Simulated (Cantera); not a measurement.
Premixed flame

A freely propagating, adiabatic, planar premixed flame of CH4 : O2 : N2 = 1 : 1.67 : 6.27 (molar parts), unburnt at 475 K and 101000 Pa; mixture-averaged transport, grid criteria slope 0.08 and curve 0.16, no radiation.

Model: GRI-Mech 3.0 (53 species, 325 reactions), integrated in Cantera. Burning velocities carry a grid error of a few per cent, more on coarse grids.

```
z (mm)   T (K)  u (m/s)     x CH4     x O2    x N2O    x C2H2    x HCN     x NO
-------  -----  -------  --------  -------  -------  --------  -------  -------
-1.12      475    0.765     0.112    0.187    <1e-8     <1e-8    <1e-8    <1e-8
-0.749     477    0.771     0.111    0.186    <1e-8   8.36e-8    <1e-8    <1e-8
-0.562     489    0.792     0.110    0.185    <1e-8   6.76e-7  1.66e-8  4.33e-8
-0.375     572    0.936     0.104    0.178    <1e-8   8.50e-6  2.21e-7  4.59e-7
-0.187    1040     1.73    0.0710    0.139    <1e-8  0.000105  2.72e-6  5.31e-6
-0.0937   1466     2.48    0.0383   0.0942  1.84e-8  0.000280  6.64e-6  1.19e-5
0         1840     3.14   0.00957   0.0460  3.26e-8  0.000493  1.31e-5  2.28e-5
0.0937    2002     3.42  0.000886   0.0185  4.10e-8  0.000166  1.43e-5  3.82e-5
0.187     2044     3.48   4.57e-5  0.00885  4.33e-8   1.44e-5  8.20e-6  5.02e-5
0.375     2076     3.51   1.15e-7  0.00476  4.01e-8   6.32e-8  1.92e-6  5.99e-5
0.749     2113     3.57     <1e-8  0.00344  3.63e-8     <1e-8  1.76e-7  6.56e-5
1.50      2156     3.63     <1e-8  0.00232  3.26e-8     <1e-8    <1e-8  7.16e-5
3.00      2198     3.69     <1e-8  0.00131  2.80e-8     <1e-8    <1e-8  7.92e-5
```
x: mole fraction of selected species; z is measured from the peak of heat release.

- laminar burning velocity = 76.4 cm/s
- thermal thickness = 0.375 mm
- peak x(C2H2) = 0.000495
- peak x(HCN) = 1.53e-5
- grid points = 152
